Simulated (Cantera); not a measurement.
What does this Cantera script print?

```python
import numpy as np
import cantera as ct

gas = ct.Solution("gri30.yaml")
gas.TPX = 1798, 1333, {'C2H6': 1, 'N2': 4.4}
reactor = ct.IdealGasConstPressureReactor(gas, energy="off", clone=False)
net = ct.ReactorNet([reactor])
net.rtol, net.atol = 1e-08, 1e-18
show = ['C2H6', 'H', 'C2H2', 'CH4', 'C2H4', 'CH2']
times = np.geomspace(2e-05, 2, 13)

steps = ct.SolutionArray(gas, extra=["t"])
rows = []
print(f"{'t/s':>10s}{'T/K':>9s}{'P/Pa':>11s}" + "".join(f"{s:>11s}" for s in show))
for t in times:
    while net.time < t:
        t_next = net.step()
        steps.append(gas.state, t=t_next)
    rows.append([np.interp(t, steps.t, y) for y in (steps.T, steps.P, *steps(*show).X.T)])
    print(f"{t:10.3e}{rows[-1][0]:9.1f}{rows[-1][1]:11.4g}" + "".join(f"{x:11.3e}" for x in rows[-1][2:]))
rate = np.gradient(steps.T, steps.t)
print("integrator steps:", len(steps.t))
if steps.T.max() > steps.T[0] + 200:
    print(f"time of steepest temperature rise: {steps.t[rate.argmax()]:.4e} s")
gas.TPX = 1798, 1333, {'C2H6': 1, 'N2': 4.4}
gas.equilibrate("TP")
print(f"equilibrium (TP): T = {gas.T:.1f} K  " + "  ".join(f"{s} {gas[s].X[0]:.3e}" for s in show))
```

Output:

```
       t/s      T/K       P/Pa       C2H6          H       C2H2        CH4       C2H4        CH2
 2.000e-05   1798.0       1333  1.747e-01  8.424e-05  3.935e-08  4.111e-04  1.326e-04  8.290e-06
 5.220e-05   1798.0       1333  1.551e-01  5.798e-04  6.201e-06  2.479e-03  2.659e-03  5.987e-05
 1.363e-04   1798.0       1333  9.597e-02  1.732e-03  8.551e-04  1.263e-02  2.640e-02  1.593e-04
 3.557e-04   1798.0       1333  1.593e-02  3.628e-03  2.113e-02  4.263e-02  6.408e-02  2.004e-04
 9.283e-04   1798.0       1333  4.471e-04  2.620e-03  7.557e-02  5.308e-02  3.613e-02  7.217e-05
 2.423e-03   1798.0       1333  6.789e-05  1.286e-03  1.033e-01  4.807e-02  1.318e-02  2.094e-05
 6.325e-03   1798.0       1333  2.270e-05  8.011e-04  1.151e-01  4.259e-02  3.556e-03  8.353e-06
 1.651e-02   1798.0       1333  1.042e-05  6.215e-04  1.201e-01  3.640e-02  9.466e-04  4.537e-06
 4.309e-02   1798.0       1333  5.446e-06  5.948e-04  1.238e-01  2.816e-02  4.391e-04  3.184e-06
 1.125e-01   1798.0       1333  2.357e-06  6.849e-04  1.282e-01  1.726e-02  1.823e-04  2.488e-06
 2.936e-01   1798.0       1333  5.593e-07  8.932e-04  1.322e-01  7.134e-03  4.860e-05  1.718e-06
 7.662e-01   1798.0       1333  6.021e-08  1.266e-03  1.343e-01  1.866e-03  1.538e-05  9.138e-07
 2.000e+00   1798.0       1333  3.996e-09  1.548e-03  1.348e-01  4.225e-04  1.167e-05  3.141e-07
integrator steps: 1375
equilibrium (TP): T = 1798.0 K  C2H6 2.933e-11  H 1.594e-03  C2H2 7.396e-02  CH4 2.966e-05  C2H4 6.250e-06  CH2 2.352e-08
```

Model: GRI-Mech 3.0 (53 species, 325 reactions), integrated in Cantera. GRI-Mech 3.0 stops at C3 and has no aromatics, soot or wall deposition, so with more carbon than oxygen in the feed, carbon stays in small species such as C2H2 where larger ones or solid carbon would form. Radical loss at walls, strong at low pressure, is not modelled.
